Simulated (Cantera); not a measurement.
Input (Python, Cantera):

```python
import numpy as np
import cantera as ct

gas = ct.Solution("gri30.yaml")
gas.TPX = 675, 260000, {'CO': 1, 'H2': 0.6, 'CH4': 0.24, 'O2': 1.16, 'N2': 4.38, 'H2O': 0.21}
flame = ct.FreeFlame(gas, width=0.02)
flame.set_refine_criteria(ratio=3, slope=0.08, curve=0.16)
flame.transport_model = "mixture-averaged"
flame.solve(loglevel=0, auto=True)
z, T = flame.grid, flame.T
thick = (T[-1] - T[0]) / np.gradient(T, z).max()
show = ['CO', 'H2', 'CH4', 'OH', 'C2H4', 'HCN']
print(f"laminar burning velocity  {flame.velocity[0] * 100:.3f} cm/s")
print(f"burnt temperature         {T[-1]:.1f} K")
print(f"thermal thickness         {thick * 1e3:.4f} mm")
print(f"grid points               {len(z)}")
z0 = z[flame.heat_release_rate.argmax()]
print(f"{'z/mm':>9s}{'T/K':>9s}{'u/(m/s)':>9s}" + "".join(f"{s:>11s}" for s in show))
rows = []
for k in (-3, -2, -1.5, -1, -0.5, -0.25, 0, 0.25, 0.5, 1, 2, 4, 8):
    zz = z0 + k * thick
    rows.append([k * thick, np.interp(zz, z, T), np.interp(zz, z, flame.velocity),
                 *(np.interp(zz, z, flame.X[gas.species_index(s)]) for s in show)])
    print(f"{rows[-1][0] * 1e3:9.3f}{rows[-1][1]:9.1f}{rows[-1][2]:9.3f}" + "".join(f"{x:11.3e}" for x in rows[-1][3:]))
```

It prints:

```
laminar burning velocity  279.097 cm/s
burnt temperature         2512.4 K
thermal thickness         0.1263 mm
grid points               145
     z/mm      T/K  u/(m/s)         CO         H2        CH4         OH       C2H4        HCN
   -0.379    675.0    2.791  1.318e-01  7.889e-02  3.163e-02  1.518e-13  2.226e-12  7.984e-15
   -0.253    675.1    2.789  1.319e-01  7.820e-02  3.165e-02  1.840e-11  1.081e-10  3.773e-13
   -0.190    675.4    2.787  1.320e-01  7.712e-02  3.168e-02  2.119e-10  6.572e-10  2.270e-12
   -0.126    680.6    2.799  1.325e-01  7.336e-02  3.174e-02  4.897e-08  2.034e-08  6.832e-11
   -0.063    804.4    3.275  1.330e-01  6.021e-02  2.991e-02  8.406e-05  1.984e-06  6.835e-09
   -0.032   1127.3    4.572  1.324e-01  4.737e-02  2.203e-02  5.839e-04  1.475e-05  6.223e-08
    0.000   1560.1    6.319  1.295e-01  3.256e-02  6.839e-03  3.198e-03  2.326e-05  2.989e-07
    0.032   1796.0    7.234  1.140e-01  2.083e-02  5.481e-04  7.796e-03  1.639e-06  3.793e-07
    0.063   1903.9    7.601  9.567e-02  1.700e-02  1.978e-05  1.042e-02  1.817e-08  1.658e-07
    0.126   2031.0    8.008  7.553e-02  1.679e-02  3.196e-08  1.197e-02  3.899e-12  1.915e-08
    0.253   2163.7    8.443  6.418e-02  1.596e-02  1.648e-12  1.211e-02  2.328e-17  4.888e-10
    0.505   2287.1    8.849  5.773e-02  1.361e-02  4.456e-15  1.107e-02  7.285e-23  4.279e-11
    1.011   2388.5    9.174  5.134e-02  1.129e-02  2.417e-15  9.465e-03  3.044e-23  6.460e-11
```

Model: GRI-Mech 3.0 (53 species, 325 reactions), integrated in Cantera. Burning velocities carry a grid error of a few per cent, more on coarse grids.
